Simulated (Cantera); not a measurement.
## SiF4 + H2O (silicon oxide and oxynitride deposition)

Charge: 1 mol SiF4, 4.1 mol H2O, equilibrated at 25.0 Pa.

Equilibrium computed with Cantera from the NASA thermochemical tables; the gas is ideal and each condensed phase is pure. Candidate condensed phases: H2O, Si, SiO2; 38 gas species. The tables hold silica as quartz up to 1696 K and as liquid above; real silica turns to tridymite and cristobalite and melts near 1996 K. Rates play no part.

```
T (°C)   x HF  x H2O      x H2      x O2  n SiO2(β-quartz)
------  -----  -----  --------  --------  ----------------
1027    0.655  0.344  0.000196   9.27e-5             0.999
1052    0.655  0.344  0.000263  0.000124             1.000
1077    0.655  0.344  0.000348  0.000163             1.000
1102    0.655  0.344  0.000456  0.000213             1.000
1127    0.655  0.344  0.000592  0.000276             1.000
1152    0.655  0.343  0.000761  0.000353             1.000
1177    0.655  0.343  0.000970  0.000449             1.000
1202    0.655  0.343   0.00123  0.000566             1.000
1227    0.655  0.342   0.00154  0.000708             1.000
1252    0.655  0.342   0.00192  0.000879             1.000
1277    0.655  0.341   0.00237   0.00108             1.000
1302    0.655  0.340   0.00291   0.00133             1.000
1327    0.654  0.340   0.00355   0.00161             1.000
```
x: gas mole fraction; n: condensed amount in mol.

From 1027 °C to 1327 °C the condensed part is SiO2(β-quartz). The main Si-bearing gas is SiF4 throughout.
